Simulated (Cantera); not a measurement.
Input: 1 mol B, 1.4 mol H2, 7 mol N2, equilibrated at 802 °C and 0.0100 bar.

These are equilibrium values from Cantera (NASA tables, ideal gas, pure condensed phases), not measurements of a reactor. Candidate condensed phases: B, BN; 15 gas species. N2 is the only nitrogen source here; it is nearly inert below about 1500 K, so the nitride shown seldom forms there in practice. Kinetics and transport are ignored.

Base state: N2 0.823, H2 0.177 (mole fractions); condensed: BN(s).

Q: What changes in the equilibrium state with this change: temperature from 802 °C to 2000 °C?

A: 
| species | before | after |
|---|---|---|
| N2 | 0.823 | 0.809 |
| H2 | 0.177 | 0.157 |
| H | 6.18e-8 | 0.0333 |
| B | <1e-9 | 0.000522 |
| BH2 | <1e-9 | 0.000211 |
| BN | <1e-9 | 2.74e-5 |
| BH | <1e-9 | 1.96e-5 |
| BN(s), mol | 1.00 | 0.994 |
The tables' values for BH2 are old estimates; treat these amounts as uncertain.
